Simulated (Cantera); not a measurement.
Mixture: H₂ : O₂ : N₂ = 1 : 0.521 : 1.96 (molar parts), equivalence ratio 0.96, at 0.440 bar, adiabatic and at constant volume. Ignition delay is the time to a rise of 400 K.

Model: the H2/O2 subset of GRI-Mech 3.0, which has no nitrogen chemistry, integrated in Cantera. Below about 950 K walls govern HO2 and H2O2 in real vessels.

Task: What does this change do: constant pressure in place of constant volume?

Result: 
| quantity | before | after |
|---|---|---|
| delay at 925 K | 1.24 ms | 1.27 ms |
| delay at 1025 K | 0.312 ms | 0.324 ms |
| delay at 1125 K | 0.152 ms | 0.161 ms |
| delay at 1225 K | 91.3 µs | 0.101 ms |
| delay at 1325 K | 63.5 µs | 74.7 µs |
| delay at 1425 K | 50.1 µs | 63.2 µs |
Where the delays flatten at high temperature, the 400 K rule measures the pace of heat release, not the induction time.

Task: What does this change do: N2 1.96 to 1.6 parts?

Result: 
```csv
quantity,before,after
delay at 925 K,1.24 ms,1.12 ms
delay at 1025 K,0.312 ms,0.278 ms
delay at 1125 K,0.152 ms,0.134 ms
delay at 1225 K,91.3 µs,80.1 µs
delay at 1325 K,63.5 µs,54.8 µs
delay at 1425 K,50.1 µs,42.3 µs
```
